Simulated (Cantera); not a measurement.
An isothermal, constant-pressure homogeneous reactor starts with 2.15 % H₂, 97.8 % O₂, equivalence ratio 0.011, at 1300 K and 0.0133 bar.

Computed with Cantera and the H2/O2 subset of GRI-Mech 3.0, which has no nitrogen chemistry. Radical loss at walls, strong at low pressure, is not modelled.

x: mole fraction; the columns are a selection and need not sum to one.

| t (s) | x H₂ | x O₂ | x H | x OH | x O | x H₂O | x HO₂ |
|---|---|---|---|---|---|---|---|
| 4.00e-6 | 0.0215 | 0.978 | 4.13e-10 | 3.00e-11 | 3.01e-11 | <1e-12 | 4.43e-10 |
| 1.59e-5 | 0.0215 | 0.978 | 1.36e-9 | 4.08e-10 | 4.15e-10 | 1.74e-11 | 1.76e-9 |
| 6.34e-5 | 0.0215 | 0.978 | 3.38e-9 | 4.12e-9 | 4.40e-9 | 7.68e-10 | 7.02e-9 |
| 0.000252 | 0.0215 | 0.978 | (withheld) | (withheld) | (withheld) | (withheld) | (withheld) |
| 0.00100 | 0.0215 | 0.978 | 4.97e-7 | 1.87e-6 | 2.46e-6 | 2.85e-6 | 1.15e-7 |
| 0.00400 | 0.000771 | 0.960 | 0.00196 | 0.00305 | 0.0160 | 0.0183 | 1.51e-6 |
| 0.0159 | 0.000165 | 0.961 | 0.00131 | 0.00208 | 0.0161 | 0.0197 | 1.19e-6 |
| 0.0634 | (withheld) | 0.966 | (withheld) | (withheld) | (withheld) | 0.0202 | (withheld) |
| 0.252 | 4.61e-5 | 0.973 | 0.000183 | 0.00111 | 0.00430 | 0.0210 | 6.56e-7 |
| 1.00 | 7.00e-6 | 0.977 | 1.07e-5 | 0.000433 | 0.000642 | 0.0215 | 2.10e-7 |
| 4.00 | 7.10e-7 | 0.978 | 3.43e-7 | 0.000138 | 6.48e-5 | 0.0217 | 3.91e-8 |

**Question.** Some entries are withheld; supply them.

**Answer.** 
- 0.000252, x H: 1.15e-8
- 0.000252, x OH: 3.46e-8
- 0.000252, x O: 4.20e-8
- 0.000252, x H₂O: 2.56e-8
- 0.000252, x HO₂: 2.80e-8
- 0.0634, x H₂: 0.000120
- 0.0634, x H: 0.000800
- 0.0634, x OH: 0.00178
- 0.0634, x O: 0.0116
- 0.0634, x HO₂: 1.04e-6
